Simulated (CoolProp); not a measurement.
The fluid at 814.35 K and 0.222 MPa flows at 0.061 m/s in a round tube of 4.6 mm bore and 15 µm roughness, fully developed (64/Re and Nu = 3.66 if laminar; Colebrook and Gnielinski if turbulent). The same conditions are run with several fluids, on thermodynamics alone (safety and materials aside).

Model: reference Helmholtz-energy equation of state of each fluid (carbon dioxide: Span 1996; nitrogen: Span 2000; dry air: Lemmon 2000; water: Wagner 2002; normal hydrogen: Leachman 2009), in CoolProp. Blends and air are pseudo-pure fits.

```
fluid            Reynolds number  Darcy friction factor  pressure drop (Pa/m)  heat-transfer coefficient (W/(m² K))  mass flow (kg/h)
---------------  ---------------  ---------------------  --------------------  ------------------------------------  ----------------
carbon dioxide                 …                   5.60                     …                                  45.8           0.00526
nitrogen                    7.09                      …                  3.35                                  44.8                 …
dry air                     7.04                   9.09                  3.49                                  46.2           0.00346
water                       5.49                   11.7                     …                                     …           0.00216
normal hydrogen             1.03                   61.9                  1.65                                   310          0.000241
```

Fill in the missing entries.


- carbon dioxide, Reynolds number: 11.4
- carbon dioxide, pressure drop (Pa/m): 3.27
- nitrogen, Darcy friction factor: 9.03
- nitrogen, mass flow (kg/h): 0.00335
- water, pressure drop (Pa/m): 2.79
- water, heat-transfer coefficient (W/(m² K)): 57.1

Transport values come from each fluid's own correlations.
